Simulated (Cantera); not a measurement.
An isothermal, constant-pressure homogeneous reactor starts with 79.4 % NO, 20.6 % N₂, at 1900 K and 100.0 Torr.

Detailed kinetics in Cantera: GRI-Mech 3.0 (53 species, 325 reactions).

One state of this run: x NO = 0.523; x N₂O = 9.82e-5; x NO₂ = 0.000313; x O₂ = 0.135; x N₂ = 0.341; x O = 0.000317. x: mole fraction; the columns are a selection and need not sum to one.

Question: Which value of t (s) does it belong to?
A) 2.89
B) 0.490
C) 0.0141
D) 0.00240

Answer: A, 2.89
